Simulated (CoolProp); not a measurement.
A single-stage vapour-compression cycle with n-perfluorobutane: evaporating at 303.15 K (dew point), condensing at 367.15 K (bubble point), superheat 0 K, subcooling 5 K, compressor efficiency 0.9, no pressure losses. Each further row changes one setting.

Computed with CoolProp (reference Helmholtz-energy equation of state, Gao 2022).

```tsv
case	cooling COP	pressure ratio	discharge temperature (K)	refrigerating effect (kJ/kg)	volumetric capacity (kJ/m³)
as stated	1.05	5.00	367.2	13.5	449
evaporating temperature 308.15 K	1.46	4.30	367.2	17.3	668
condensing temperature 362.15 K	1.63	4.50	362.1	20.2	670
subcooling 10 K	1.58	5.00	367.2	20.4	676
superheat 10 K	1.52	5.00	367.2	22.6	715
compressor efficiency 0.8	0.932	5.00	367.2	13.5	449
```

The compression ends wet for: as stated; evaporating temperature 308.15 K; condensing temperature 362.15 K; subcooling 10 K; superheat 10 K; compressor efficiency 0.8.
